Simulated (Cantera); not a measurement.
What does this Cantera script print?

```python
import numpy as np
import cantera as ct

gas = ct.Solution("gri30.yaml")
gas.TPX = 725, 630000, {'CH4': 1, 'H2': 0.51, 'O2': 3.27, 'N2': 12.3}
inlet = ct.Reservoir(gas, clone=True)
gas.equilibrate("HP")  # start burning
reactor = ct.IdealGasConstPressureReactor(gas, energy="on", clone=False)
exhaust = ct.Reservoir(gas, clone=True)
tau = [0.4, 0.094, 0.022, 0.0051, 0.0012, 0.00028, 6.5e-05, 1.5e-05, 3.6e-06][0]
for a, b in ((inlet, reactor), (reactor, exhaust)):
    ct.MassFlowController(a, b, mdot=lambda t: reactor.mass / tau)
net = ct.ReactorNet([reactor])
show = ['CH4', 'H2', 'O2', 'H2O', 'OH', 'C2H4', 'HCN']

rows = []
print(f"{'tau/s':>10s}{'T/K':>9s}" + "".join(f"{s:>11s}" for s in show))
for tau in [0.4, 0.094, 0.022, 0.0051, 0.0012, 0.00028, 6.5e-05, 1.5e-05, 3.6e-06]:
    net.initial_time = 0.0
    net.advance(30 * tau)
    before = gas.X
    net.advance(40 * tau)
    drift = np.max(np.abs(gas.X - before) / (gas.X + 1e-9))
    rows.append([gas.T, *gas[show].X, drift])
    print(f"{tau:10.3e}{gas.T:9.1f}" + "".join(f"{x:11.3e}" for x in gas[show].X))
```

Output:

```
     tau/s      T/K        CH4         H2         O2        H2O         OH       C2H4        HCN
 4.000e-01   2163.2  1.753e-07  2.239e-04  5.786e-02  1.476e-01  2.391e-03  4.772e-13  2.347e-08
 9.400e-02   2167.0  7.200e-07  2.329e-04  5.882e-02  1.475e-01  2.457e-03  7.983e-12  5.035e-08
 2.200e-02   2168.8  2.914e-06  2.568e-04  5.954e-02  1.474e-01  2.562e-03  1.277e-10  7.175e-08
 5.100e-03   2165.5  1.102e-05  3.412e-04  5.990e-02  1.471e-01  2.833e-03  1.683e-09  8.927e-08
 1.200e-03   2152.3  3.473e-05  6.160e-04  6.032e-02  1.463e-01  3.552e-03  1.313e-08  1.229e-07
 2.800e-04   2118.2  9.720e-05  1.347e-03  6.145e-02  1.443e-01  4.848e-03  6.316e-08  1.987e-07
 6.500e-05   2044.8  2.867e-04  2.925e-03  6.459e-02  1.404e-01  6.207e-03  2.747e-07  3.626e-07
 1.500e-05   1889.2  1.301e-03  6.249e-03  7.487e-02  1.329e-01  5.599e-03  2.753e-06  7.386e-07
 3.600e-06    725.0  5.855e-02  2.986e-02  1.915e-01 -3.931e-16  9.218e-19 -6.414e-19 -2.683e-21
```

Computed with Cantera and GRI-Mech 3.0 (53 species, 325 reactions).
